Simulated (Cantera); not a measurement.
## Thermodynamics of carbothermic reduction, feed MgO + C + CO

Feed: 1 mol MgO, 1.1 mol C, 0.67 mol CO, held at 727 °C and 0.0710 bar.

These are equilibrium values from Cantera (NASA tables, ideal gas, pure condensed phases), not measurements of a reactor. Candidate condensed phases: C, Mg, MgCO3, MgO; 15 gas species. The numbers say what is thermodynamically allowed, not how fast it happens.

x(CO): 0.963
x(CO2): 0.0373
n(C(graphite)): 1.12 mol
n(MgO(s)): 1.00 mol
gas amount: 0.6459 mol
log10 activity of MgCO3(s) (absent): -5.36
log10 activity of Mg(l) (absent): -14.13
